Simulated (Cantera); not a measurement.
Reactions in the system H-O-Ta

Standard-state values (1 bar) from the NASA 1993 polynomials, evaluated with Cantera. Values are per mole of reaction as written; species without (g) are pure solids or liquids, kept so even where they would boil at 1 bar.

2 Ta₂O₅ + 2 H(g) ⇌ 4 TaO₂(g) + H₂O₂(g)

```tsv
T (K)	ΔH° (kJ)	ΔS° (J/K)	ΔG° (kJ)	log10 K
900	2651.8	723.8	2000.4	-116.10
1000	2639.8	711.1	1928.7	-100.74
1100	2627.5	699.5	1858.1	-88.23
1200	2615.1	688.7	1788.7	-77.86
1300	2602.6	678.6	1720.4	-69.12
1400	2589.9	669.2	1653.0	-61.67
1500	2577.1	660.4	1586.5	-55.25
1600	2564.2	652.0	1520.9	-49.65
1700	2551.1	644.1	1456.1	-44.74
1800	2538.0	636.6	1392.0	-40.40
1900	2524.8	629.5	1328.8	-36.53
```
